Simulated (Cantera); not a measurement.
# Reactions in the system Ca-F-H

Standard-state values (1 bar) from the NASA 1993 polynomials, evaluated with Cantera. Values are per mole of reaction as written; species without (g) are pure solids or liquids, kept so even where they would boil at 1 bar.

2 H(g) + CaF₂ = Ca(g) + 2 HF(g)

```json
[
 {"T (K)": "1398", "ΔH° (kJ)": "371.0", "ΔS° (J/K)": "137.1", "ΔG° (kJ)": "179.3", "log10 K": "-6.70"},
 {"T (K)": "1448", "ΔH° (kJ)": "362.8", "ΔS° (J/K)": "131.3", "ΔG° (kJ)": "172.6", "log10 K": "-6.23"},
 {"T (K)": "1498", "ΔH° (kJ)": "358.8", "ΔS° (J/K)": "128.6", "ΔG° (kJ)": "166.1", "log10 K": "-5.79"},
 {"T (K)": "1548", "ΔH° (kJ)": "354.8", "ΔS° (J/K)": "126.0", "ΔG° (kJ)": "159.7", "log10 K": "-5.39"},
 {"T (K)": "1598", "ΔH° (kJ)": "350.8", "ΔS° (J/K)": "123.5", "ΔG° (kJ)": "153.5", "log10 K": "-5.02"},
 {"T (K)": "1648", "ΔH° (kJ)": "346.7", "ΔS° (J/K)": "121.0", "ΔG° (kJ)": "147.4", "log10 K": "-4.67"}
]
```
